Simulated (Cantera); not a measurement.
Input (Python, Cantera):

```python
import numpy as np
import cantera as ct

gas = ct.Solution("h2o2.yaml")
gas.TPX = 1250, 2666, {'H2': 0.022, 'O2': 1, 'N2': 3.8}
reactor = ct.IdealGasConstPressureReactor(gas, energy="off", clone=False)
net = ct.ReactorNet([reactor])
net.rtol, net.atol = 1e-08, 1e-18
show = ['H2', 'O2', 'O', 'H2O2', 'H', 'H2O', 'HO2']
times = np.geomspace(2e-06, 100, 9)

steps = ct.SolutionArray(gas, extra=["t"])
rows = []
print(f"{'t/s':>10s}{'T/K':>9s}{'P/Pa':>11s}" + "".join(f"{s:>11s}" for s in show))
for t in times:
    while net.time < t:
        t_next = net.step()
        steps.append(gas.state, t=t_next)
    rows.append([np.interp(t, steps.t, y) for y in (steps.T, steps.P, *steps(*show).X.T)])
    print(f"{t:10.3e}{rows[-1][0]:9.1f}{rows[-1][1]:11.4g}" + "".join(f"{x:11.3e}" for x in rows[-1][2:]))
rate = np.gradient(steps.T, steps.t)
print("integrator steps:", len(steps.t))
if steps.T.max() > steps.T[0] + 200:
    print(f"time of steepest temperature rise: {steps.t[rate.argmax()]:.4e} s")
gas.TPX = 1250, 2666, {'H2': 0.022, 'O2': 1, 'N2': 3.8}
gas.equilibrate("TP")
print(f"equilibrium (TP): T = {gas.T:.1f} K  " + "  ".join(f"{s} {gas[s].X[0]:.3e}" for s in show))
```

Output:

```
       t/s      T/K       P/Pa         H2         O2          O       H2O2          H        H2O        HO2
 2.000e-06   1250.0       2666  4.562e-03  2.074e-01  1.060e-13  9.720e-18  8.508e-12  2.188e-16  8.614e-12
 1.834e-05   1250.0       2666  4.562e-03  2.074e-01  8.344e-12  8.202e-16  7.077e-11  1.584e-13  7.902e-11
 1.682e-04   1250.0       2666  4.562e-03  2.074e-01  4.350e-10  6.755e-14  3.659e-10  7.811e-11  7.259e-10
 1.542e-03   1250.0       2666  4.562e-03  2.074e-01  2.946e-08  5.048e-12  6.614e-09  2.957e-08  6.778e-09
 1.414e-02   1250.0       2666  5.715e-05  2.034e-01  3.442e-03  1.632e-08  3.591e-04  4.107e-03  6.306e-07
 1.297e-01   1250.0       2666  1.837e-05  2.045e-01  1.650e-03  1.156e-08  1.062e-04  4.360e-03  4.313e-07
 1.189e+00   1250.0       2666  1.153e-06  2.055e-01  1.015e-04  3.138e-09  1.644e-06  4.536e-03  8.921e-08
 1.091e+01   1250.0       2666  3.187e-08  2.056e-01  2.839e-06  1.610e-10  7.729e-09  4.567e-03  5.248e-09
 1.000e+02   1250.0       2666  2.646e-09  2.056e-01  2.384e-07  1.519e-11  1.886e-10  4.571e-03  1.891e-09
integrator steps: 1727
equilibrium (TP): T = 1250.0 K  H2 2.144e-09  O2 2.056e-01  O 1.935e-07  H2O2 1.247e-11  H 1.380e-10  H2O 4.571e-03  HO2 1.945e-09
```

Model: the H2/O2 subset of GRI-Mech 3.0, which has no nitrogen chemistry, integrated in Cantera. Radical loss at walls, strong at low pressure, is not modelled.
